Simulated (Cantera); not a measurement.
Charge: 1 mol BN, 5.7 mol H2, equilibrated at 2798.15 K and 750 Torr.

Equilibrium computed with Cantera from the NASA thermochemical tables; the gas is ideal and each condensed phase is pure. Candidate condensed phases: B, BN; 15 gas species. The tables' values for BH2 are old estimates; treat these amounts as uncertain. Gases not in the tables: B2H6 and higher boranes. Equilibrium is a limit: real reactors are often held back by kinetics, nucleation or transport.

Base state: H2 0.840, N2 0.0775, H 0.0745, BH2 0.00662, B 0.00111, BH 0.000284, BH3 7.67e-5, BN 7.55e-5 (mole fractions); condensed: B(l).

Question: What changes in the equilibrium state with this change: BN replaced by Si3N4?

Answer: 
```csv
species,before,after
H2,0.840,0.650
N2,0.0775,0.240
H,0.0745,0.0655
Si,0,0.0347
BH2,0.00662,0
SiH,0,0.00492
SiH2,0,0.00173
"B(l), mol",0.947,0
"Si(l), mol",0,2.61
```
The tables' values for SiN are old estimates; treat these amounts as uncertain. Gases not in the tables: Si2H6 and higher silanes. Further candidate phases: Si, Si3N4.
